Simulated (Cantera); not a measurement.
A Cantera script and what it prints.

```python
import numpy as np
import cantera as ct

gas_names = """
    CL CL2 H HCL H2
""".split()
cond_names = """

""".split()


# ... load() reads the species with a 1 bar reference pressure and builds the phases ...
atoms = {
    'HCl': {'H': 1, 'CL': 1},
    'H2': {'H': 2},
}
top_T = {}  # K; cautious upper limits of use, not melting points


# ... equilibrate(T, P, feed) seeds the gas with the atoms and calls Mixture.equilibrate('TP', solver="vcs", rtol=1e-11, max_steps=5000) ...
results = []
feed = {'HCl': 1, 'H2': 2}  # mol
P = 133.322  # Pa
for T in [2873, 2948, 3023, 3098, 3173, 3248, 3323, 3398, 3473]:
    mix = equilibrate(T, P, feed)
    results.append((T, P, feed, dict(zip(mix.species_names, mix.species_moles))))

top = {s: max(r[3][s] / sum(r[3][g] for g in gas_names) for r in results) for s in gas_names}
cols = sorted((s for s in top if top[s] > 1e-05), key=lambda s: -top[s])[:9]
seen = [c for c in cond_names if any(r[3].get(c, 0) > 1e-12 for r in results)]
print("log10 of partial pressures in bar; condensed amounts in mol")
print(f"{'T/K':>10s}" + "".join(f"{s[:9]:>10s}" for s in cols + seen))
for T, P, feed, n in results:
    ng = sum(n[g] for g in gas_names)
    print(f"{T:10.4g}" + "".join(f"{np.log10(max(n[s] / ng * P / 1e5, 1e-99)):10.3f}" for s in cols)
          + "".join(f"{n.get(c, 0):10.4g}" for c in seen))
```

It prints:

```
log10 of partial pressures in bar; condensed amounts in mol
       T/K         H        CL        H2       HCL
      2873    -3.000    -3.670    -4.043    -4.550
      2948    -2.984    -3.664    -4.223    -4.738
      3023    -2.973    -3.660    -4.405    -4.924
      3098    -2.967    -3.658    -4.584    -5.105
      3173    -2.963    -3.656    -4.759    -5.281
      3248    -2.960    -3.655    -4.928    -5.451
      3323    -2.958    -3.655    -5.092    -5.614
      3398    -2.957    -3.654    -5.250    -5.771
      3473    -2.956    -3.654    -5.401    -5.921
```

These are equilibrium values from Cantera (NASA tables, ideal gas, pure condensed phases), not measurements of a reactor.
